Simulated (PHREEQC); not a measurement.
Consider water at 25 °C with 98 mmol/kgw HF, 0.06 mmol/kgw (CH3)4NF, 0.059 mmol/kgw H2SiF6 and 59 mmol/kgw HCl. Closed to the air; pH follows from the charge balance.

Equilibrium calculation in PHREEQC: ion-association model, phreeqc.dat.

```csv
quantity,before,after
pH,1.29,0.91
ionic strength (mol/kgw),0.0613,0.154
HF (mol/kgw),0.0954,0.0155
F- (mol/kgw),0.00156,0.000118
HF2- (mol/kgw),0.000571,7.02e-6
```

Task: Name the change that produced these shifts.
A. diluted 2-fold with water
B. temperature from 25 to 20 °C
C. HF replaced by HBF4 at the same molality
D. H2SiF6 replaced by LiF at the same molality
E. temperature from 25 to 75 °C

Result: C, HF replaced by HBF4 at the same molality

No solid was allowed to form. (CH3)4N+ isn't in the database: it is added as a free cation with an ion size of 4 Å. SiF6-2 is the database's only silicon fluoride. Real BF4- forms and hydrolyses slowly; the run takes it at equilibrium.
